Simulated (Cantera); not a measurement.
Cantera run:

```python
import numpy as np
import cantera as ct

gas_names = """
    CL CL2 H HCL H2 Si SiCL SiCL2 SiCL3 SiCL4 SiH SiHCL3 SiH2 SiH2CL2 SiH3 SiH3CL SiH4 Si2 Si3
""".split()
cond_names = """
    Si(cr) Si(L)
""".split()


# ... load() reads the species with a 1 bar reference pressure and builds the phases ...
atoms = {
    'Si': {'Si': 1},
    'Cl2': {'CL': 2},
    'H2': {'H': 2},
}
top_T = {}  # K; cautious upper limits of use, not melting points


# ... equilibrate(T, P, feed) seeds the gas with the atoms and calls Mixture.equilibrate('TP', solver="vcs", rtol=1e-11, max_steps=5000) ...
results = []
P = 13332.2  # Pa
for T in [923, 973, 1023, 1073, 1123, 1173, 1223, 1273, 1323, 1373, 1423, 1473, 1523, 1573]:
    for m in [0.89, 2.4, 3.8, 5.3, 6.8, 8.2, 9.7, 11, 13, 14]:
        feed = {'Si': 1, 'Cl2': 2, 'H2': m}  # mol
        mix = equilibrate(T, P, feed)
        results.append((T, P, feed, dict(zip(mix.species_names, mix.species_moles))))

for T, P, feed, n in results:
    print(f"{T:7g} {feed['H2']:10.4g}  " + (" + ".join(c for c in cond_names if n.get(c, 0) > 1e-12) or "gas only"))
```

It prints:

```
    923       0.89  gas only
    923        2.4  gas only
    923        3.8  gas only
    923        5.3  gas only
    923        6.8  gas only
    923        8.2  gas only
    923        9.7  gas only
    923         11  gas only
    923         13  gas only
    923         14  gas only
    973       0.89  gas only
    973        2.4  gas only
    973        3.8  gas only
    973        5.3  gas only
    973        6.8  gas only
    973        8.2  gas only
    973        9.7  gas only
    973         11  gas only
    973         13  gas only
    973         14  gas only
   1023       0.89  gas only
   1023        2.4  gas only
   1023        3.8  gas only
   1023        5.3  gas only
   1023        6.8  gas only
   1023        8.2  gas only
   1023        9.7  gas only
   1023         11  gas only
   1023         13  gas only
   1023         14  gas only
   1073       0.89  gas only
   1073        2.4  gas only
   1073        3.8  gas only
   1073        5.3  gas only
   1073        6.8  gas only
   1073        8.2  gas only
   1073        9.7  gas only
   1073         11  gas only
   1073         13  Si(cr)
   1073         14  Si(cr)
   1123       0.89  gas only
   1123        2.4  gas only
   1123        3.8  gas only
   1123        5.3  gas only
   1123        6.8  gas only
   1123        8.2  Si(cr)
   1123        9.7  Si(cr)
   1123         11  Si(cr)
   1123         13  Si(cr)
   1123         14  Si(cr)
   1173       0.89  gas only
   1173        2.4  gas only
   1173        3.8  gas only
   1173        5.3  gas only
   1173        6.8  Si(cr)
   1173        8.2  Si(cr)
   1173        9.7  Si(cr)
   1173         11  Si(cr)
   1173         13  Si(cr)
   1173         14  Si(cr)
   1223       0.89  gas only
   1223        2.4  gas only
   1223        3.8  gas only
   1223        5.3  gas only
   1223        6.8  Si(cr)
   1223        8.2  Si(cr)
   1223        9.7  Si(cr)
   1223         11  Si(cr)
   1223         13  Si(cr)
   1223         14  Si(cr)
   1273       0.89  gas only
   1273        2.4  gas only
   1273        3.8  gas only
   1273        5.3  gas only
   1273        6.8  gas only
   1273        8.2  Si(cr)
   1273        9.7  Si(cr)
   1273         11  Si(cr)
   1273         13  Si(cr)
   1273         14  Si(cr)
   1323       0.89  gas only
   1323        2.4  gas only
   1323        3.8  gas only
   1323        5.3  gas only
   1323        6.8  gas only
   1323        8.2  gas only
   1323        9.7  Si(cr)
   1323         11  Si(cr)
   1323         13  Si(cr)
   1323         14  Si(cr)
   1373       0.89  gas only
   1373        2.4  gas only
   1373        3.8  gas only
   1373        5.3  gas only
   1373        6.8  gas only
   1373        8.2  gas only
   1373        9.7  gas only
   1373         11  Si(cr)
   1373         13  Si(cr)
   1373         14  Si(cr)
   1423       0.89  gas only
   1423        2.4  gas only
   1423        3.8  gas only
   1423        5.3  gas only
   1423        6.8  gas only
   1423        8.2  gas only
   1423        9.7  gas only
   1423         11  gas only
   1423         13  Si(cr)
   1423         14  Si(cr)
   1473       0.89  gas only
   1473        2.4  gas only
   1473        3.8  gas only
   1473        5.3  gas only
   1473        6.8  gas only
   1473        8.2  gas only
   1473        9.7  gas only
   1473         11  gas only
   1473         13  Si(cr)
   1473         14  Si(cr)
   1523       0.89  gas only
   1523        2.4  gas only
   1523        3.8  gas only
   1523        5.3  gas only
   1523        6.8  gas only
   1523        8.2  gas only
   1523        9.7  gas only
   1523         11  gas only
   1523         13  gas only
   1523         14  Si(cr)
   1573       0.89  gas only
   1573        2.4  gas only
   1573        3.8  gas only
   1573        5.3  gas only
   1573        6.8  gas only
   1573        8.2  gas only
   1573        9.7  gas only
   1573         11  gas only
   1573         13  gas only
   1573         14  gas only
```

These are equilibrium values from Cantera (NASA tables, ideal gas, pure condensed phases), not measurements of a reactor. The tables' values for SiCl3 are old estimates.
